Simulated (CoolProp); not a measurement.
Properties of R507A at several states.

Values from CoolProp's reference Helmholtz-energy equation of state, Lemmon 2003. It is a pseudo-pure fit of the blend.

```
T (°C)  p (MPa)   phase  density (kg/m³)  cp (kJ/(kg K))  viscosity (µPa s)
------  -------  ------  ---------------  --------------  -----------------
10.15      2.13  liquid             1125           1.409                163
-50.95    0.906  liquid             1332           1.231                380
16.35     0.149     gas            6.291          0.8666               11.8
91.55      2.59     gas            110.5           1.235               17.0
```

Viscosity comes from a separate model (Geller 2000).
